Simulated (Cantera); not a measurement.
An isothermal, constant-pressure homogeneous reactor starts with 10.3 % C₂H₄, 89.7 % H₂, at 1375 K and 100.0 Torr.

Computed with Cantera and GRI-Mech 3.0 (53 species, 325 reactions). GRI-Mech 3.0 was tuned for natural gas; its chemistry of ethylene as a main component is partial and can be far from experiment. GRI-Mech 3.0 stops at C3 and has no aromatics, soot or wall deposition, so with more carbon than oxygen in the feed, carbon stays in small species such as C2H2 where larger ones or solid carbon would form.

Predict: x(C₂H₄) at 10.0 s; x(H₂) at 10.0 s; x(C₂H) at 10.0 s; x(C₂H₂) at 10.0 s; x(CH₄) at 10.0 s; x(H) at 10.0 s; x(CH₃) at 10.0 s.


```json
{
  "x(C₂H₄) at 10.0 s": "0.00936 (gas-phase equilibrium 0.00649)",
  "x(H₂) at 10.0 s": "0.888 (gas-phase equilibrium 0.854)",
  "x(C₂H) at 10.0 s": "1.02e-9 (gas-phase equilibrium 4.27e-10)",
  "x(C₂H₂) at 10.0 s": "0.0730 (gas-phase equilibrium 0.0517)",
  "x(CH₄) at 10.0 s": "0.0295 (gas-phase equilibrium 0.0882)",
  "x(H) at 10.0 s": "1.53e-5 (gas-phase equilibrium 8.73e-6)",
  "x(CH₃) at 10.0 s": "1.02e-5 (gas-phase equilibrium 1.80e-5)"
}
```
